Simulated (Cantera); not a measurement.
A perfectly stirred reactor is fed with CH4 : CO2 = 1 : 2.5 (molar parts), at 0.132 atm; it is held at 1850 K, and followed from long to short residence time.

Cantera simulation using GRI-Mech 3.0 (53 species, 325 reactions); the numbers are that mechanism's predictions, not measurements.

Task: What does this change do: pressure from 0.132 atm to 2.37 atm?

Result: 
| quantity | before | after |
|---|---|---|
| x(CH4) at τ = 0.510 s | 0.00861 | 0.00579 |
| x(CO2) at τ = 0.510 s | 0.146 | 0.122 |
| x(CH2CO) at τ = 0.510 s | 2.91e-5 | 7.00e-6 |
| x(C2H) at τ = 0.510 s | 4.72e-7 | 3.74e-8 |
| x(CO) at τ = 0.510 s | 0.481 | 0.513 |
| x(CH4) at τ = 31.0 ms | 0.0450 | 0.0218 |
| x(CO2) at τ = 31.0 ms | 0.344 | 0.207 |
| x(CH2CO) at τ = 31.0 ms | 0.000123 | 6.51e-5 |
| x(C2H) at τ = 31.0 ms | 1.70e-6 | 4.02e-7 |
| x(CO) at τ = 31.0 ms | 0.255 | 0.407 |

Task: What does this change do: temperature 1850 to 2075 K?

Result: 
```json
[
 {"quantity": "x(CH4) at τ = 0.510 s", "before": "0.00861", "after": "0.00108"},
 {"quantity": "x(CO2) at τ = 0.510 s", "before": "0.146", "after": "0.103"},
 {"quantity": "x(CH2CO) at τ = 0.510 s", "before": "2.91e-5", "after": "1.98e-6"},
 {"quantity": "x(C2H) at τ = 0.510 s", "before": "4.72e-7", "after": "9.00e-8"},
 {"quantity": "x(CO) at τ = 0.510 s", "before": "0.481", "after": "0.533"},
 {"quantity": "x(CH4) at τ = 31.0 ms", "before": "0.0450", "after": "0.00930"},
 {"quantity": "x(CO2) at τ = 31.0 ms", "before": "0.344", "after": "0.156"},
 {"quantity": "x(CH2CO) at τ = 31.0 ms", "before": "0.000123", "after": "6.62e-5"},
 {"quantity": "x(C2H) at τ = 31.0 ms", "before": "1.70e-6", "after": "4.65e-6"},
 {"quantity": "x(CO) at τ = 31.0 ms", "before": "0.255", "after": "0.466"}
]
```
